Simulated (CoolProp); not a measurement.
R124 at 465 K and 0.171 MPa flows at 17 m/s in a round tube of 10 mm bore and 45 µm roughness, fully developed (64/Re and Nu = 3.66 if laminar; Colebrook and Gnielinski if turbulent). Each further row changes one setting.

Values from CoolProp's reference Helmholtz-energy equation of state, de Vries 1995.

```json
[
 {"case": "as stated", "Reynolds number": "52000", "Darcy friction factor": "0.0313", "pressure drop (Pa/m)": "2750", "heat-transfer coefficient (W/(m² K))": "463", "mass flow (kg/h)": "29.3"},
 {"case": "velocity 34 m/s", "Reynolds number": "104000", "Darcy friction factor": "0.0304", "pressure drop (Pa/m)": "10700", "heat-transfer coefficient (W/(m² K))": "905", "mass flow (kg/h)": "58.6"},
 {"case": "diameter 20 mm", "Reynolds number": "104000", "Darcy friction factor": "0.0257", "pressure drop (Pa/m)": "1130", "heat-transfer coefficient (W/(m² K))": "376", "mass flow (kg/h)": "117"}
]
```

Viscosity comes from a separate model (Bell 2016), an estimate that may be off by 10 % or more. Thermal conductivity comes from a separate model (Huber 2003), an estimate that may be off by 10 % or more.
